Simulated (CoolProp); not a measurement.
Vapour-liquid equilibrium of R134a (1) + R152A (2) at 334.1 K; x and y are mole fractions of (1).

Values from CoolProp's multi-fluid Helmholtz-energy mixture model, Tillner-Roth 1994 and Outcalt 1996; pair parameters Lemmon 2004.

```json
[
 {"x": "0.05", "bubble pressure, mixture model (MPa)": "1.539", "bubble pressure, Raoult's law (MPa)": "1.544", "y, mixture model": "0.052", "y, Raoult's law": "0.056"},
 {"x": "0.2", "bubble pressure, mixture model (MPa)": "___", "bubble pressure, Raoult's law (MPa)": "1.572", "y, mixture model": "0.209", "y, Raoult's law": "0.219"},
 {"x": "0.35", "bubble pressure, mixture model (MPa)": "1.577", "bubble pressure, Raoult's law (MPa)": "1.599", "y, mixture model": "0.365", "y, Raoult's law": "0.376"},
 {"x": "0.5", "bubble pressure, mixture model (MPa)": "___", "bubble pressure, Raoult's law (MPa)": "1.627", "y, mixture model": "___", "y, Raoult's law": "0.528"},
 {"x": "0.65", "bubble pressure, mixture model (MPa)": "___", "bubble pressure, Raoult's law (MPa)": "1.655", "y, mixture model": "0.669", "y, Raoult's law": "0.675"},
 {"x": "0.8", "bubble pressure, mixture model (MPa)": "___", "bubble pressure, Raoult's law (MPa)": "1.683", "y, mixture model": "0.815", "y, Raoult's law": "0.818"},
 {"x": "0.95", "bubble pressure, mixture model (MPa)": "___", "bubble pressure, Raoult's law (MPa)": "1.711", "y, mixture model": "0.955", "y, Raoult's law": "0.955"}
]
```

### Question
Some entries are withheld; supply them.

### Answer

- 0.2, bubble pressure, mixture model (MPa): 1.556
- 0.5, bubble pressure, mixture model (MPa): 1.603
- 0.5, y, mixture model: 0.519
- 0.65, bubble pressure, mixture model (MPa): 1.633
- 0.8, bubble pressure, mixture model (MPa): 1.668
- 0.95, bubble pressure, mixture model (MPa): 1.706

The largest gap from Raoult's law is -1.5 % in bubble pressure, at x = 0.5. No azeotrope shows between x = 0.05 and 0.95.

The pair parameters rest on a limited set of measurements; away from them the model extrapolates.
